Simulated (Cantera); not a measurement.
A perfectly stirred reactor is fed with 12.8 % CH4, 18.3 % O2, 68.8 % N2, equivalence ratio 1.4, at 6.60 bar; it is adiabatic with a 648 K inlet, and is followed from long to short residence time, starting on the burning branch (τ in s: 0.19, 0.09, 0.042, 0.02, 0.0094, 0.0044, 0.0021, 0.00098, 0.00046, 0.00022, 0.0001, 4.8e-05, 2.3e-05).

Model: GRI-Mech 3.0 (53 species, 325 reactions), integrated in Cantera.

Predict: blow-out, bracketed by the residence times tried; x(CH4) at τ = 0.190 s; x(O2) at τ = 0.190 s; x(CO2) at τ = 0.190 s; x(HO2) at τ = 0.190 s; x(C2H2) at τ = 0.190 s; x(CH4) at τ = 2.10 ms; x(O2) at τ = 2.10 ms; x(CO2) at τ = 2.10 ms; x(HO2) at τ = 2.10 ms; x(C2H2) at τ = 2.10 ms.


```
Quantity                                                                       Result
------------------------------------------------  -----------------------------------
blow-out, bracketed by the residence times tried  burning at 0.100 ms, out at 48.0 µs
x(CH4) at τ = 0.190 s                                                         2.62e-5
x(O2) at τ = 0.190 s                                                          1.35e-5
x(CO2) at τ = 0.190 s                                                          0.0428
x(HO2) at τ = 0.190 s                                                         6.92e-9
x(C2H2) at τ = 0.190 s                                                        2.16e-7
x(CH4) at τ = 2.10 ms                                                        0.000899
x(O2) at τ = 2.10 ms                                                         0.000664
x(CO2) at τ = 2.10 ms                                                          0.0429
x(HO2) at τ = 2.10 ms                                                         2.81e-7
x(C2H2) at τ = 2.10 ms                                                       0.000214
```
